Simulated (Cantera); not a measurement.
# Catalytic stagnation flow on Pt

A jet of 1.62 % H₂, 13.0 % O₂, 85.4 % N₂, equivalence ratio 0.062 at 300 K and 0.0250 bar hits a platinum plate 4 cm away at a mass flux of 0.033 kg/m²/s; the plate temperature is set and raised in steps from an oxygen-covered start.

Cantera simulation using Deutschmann's 1995 Pt surface mechanism with GRI-Mech 3.0 gas chemistry; the numbers are that mechanism's predictions, not measurements. Catalytic surfaces can have several steady states; this one follows from the mechanism file's or the stated starting coverage.

```
plate T (K)  wall x H₂  wall x O₂  wall x H₂O  wall x OH  θ free Pt   θ O*     θ OH*
-----------  ---------  ---------  ----------  ---------  ---------  -----  --------
600            0.00392      0.117      0.0237      <1e-8     0.0554  0.942   0.00247
650            0.00387      0.117      0.0236      <1e-8     0.0591  0.939   0.00167
700            0.00356      0.116      0.0241      <1e-8     0.0687  0.930   0.00125
750            0.00284      0.116      0.0253      <1e-8     0.0945  0.904   0.00107
800            0.00211      0.115      0.0266      <1e-8      0.140  0.859  0.000971
850            0.00159      0.114      0.0274    1.79e-8      0.199  0.800  0.000880
900            0.00126      0.114      0.0279    5.65e-8      0.266  0.733  0.000783
```
x: mole fraction at the wall; θ: surface coverage.
